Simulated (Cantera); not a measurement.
A Cantera script and its output.

```python
import numpy as np
import cantera as ct

surf = ct.Interface("diamond.yaml", "diamond_100")
gas, bulk = surf.adjacent["gas"], surf.adjacent["diamond"]
k = surf.kinetics_species_index(bulk.species_names[0])
cover = ["c6HH", "c6H*", "c6*H", "c6**", "c6HM", "c6B"]

rows, drift = [], 0.0
print(f"{'T':>10s}{'um/h':>11s}" + "".join(f"{s:>11s}" for s in cover))
for v in [900, 975, 1050, 1125, 1200, 1275, 1350]:
    T, P, xH, xCH3 = v, 27000, 0.00074, 0.0005
    gas.TPX = T, P, {"H": xH, "CH3": xCH3, "CH4": 0.023, "H2": 1 - xH - xCH3 - 0.023}
    surf.TP = bulk.TP = T, P
    surf.coverages = "c6H*:0.1, c6HH:0.9"
    surf.advance_coverages(100.0)
    before = surf.coverages
    surf.advance_coverages(100.0)
    drift = max(drift, np.max(np.abs(surf.coverages - before) / (surf.coverages + 1e-9)))
    rate = surf.net_production_rates[k] * bulk.mean_molecular_weight / bulk.density * 3.6e9
    rows.append([rate, *surf[cover].coverages])
    print(f"{v:10.4g}{rate:11.4e}" + "".join(f"{x:11.3e}" for x in rows[-1][1:]))
```

Output:

```
         T       um/h       c6HH       c6H*       c6*H       c6**       c6HM        c6B
       900 2.3841e+01  4.179e-01  6.227e-03  1.738e-01  2.164e-03  3.216e-01  6.469e-08
       975 3.8272e+01  4.208e-01  1.067e-02  2.343e-01  4.310e-03  2.469e-01  1.039e-07
      1050 5.1318e+01  4.239e-01  1.676e-02  2.996e-01  7.597e-03  1.746e-01  1.393e-07
      1125 4.9060e+01  4.390e-01  2.515e-02  3.760e-01  1.230e-02  9.368e-02  1.331e-07
      1200 3.0317e+01  4.481e-01  3.466e-02  4.432e-01  1.761e-02  3.136e-02  8.227e-08
      1275 1.7734e+01  4.400e-01  4.276e-02  4.763e-01  2.178e-02  7.781e-03  4.812e-08
      1350 1.3386e+01  4.312e-01  4.934e-02  4.862e-01  2.457e-02  1.829e-03  3.632e-08
```

Model: the Harris–Goodwin 1993 mechanism for the reconstructed diamond (100) surface, integrated in Cantera.
